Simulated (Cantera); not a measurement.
An isothermal, constant-pressure homogeneous reactor starts with CH4 : H2 : CO2 = 0.028 : 1 : 0.009 (molar parts), at 1898 K and 0.0572 atm.

Computed with Cantera and GRI-Mech 3.0 (53 species, 325 reactions). GRI-Mech 3.0 stops at C3 and has no aromatics, soot or wall deposition, so with more carbon than oxygen in the feed, carbon stays in small species such as C2H2 where larger ones or solid carbon would form.

**Question.** Predict: x(CH4) at 4.00 s; x(H2) at 4.00 s; x(CO2) at 4.00 s; x(C2H) at 4.00 s; x(OH) at 4.00 s.

**Answer.** 
- x(CH4) at 4.00 s: 0.000563 (gas-phase equilibrium 0.000150)
- x(H2) at 4.00 s: 0.970 (gas-phase equilibrium 0.971)
- x(CO2) at 4.00 s: 6.84e-6 (gas-phase equilibrium 1.41e-10)
- x(C2H) at 4.00 s: 4.06e-7 (gas-phase equilibrium 3.76e-7)
- x(OH) at 4.00 s: 5.05e-7 (gas-phase equilibrium 9.29e-12)
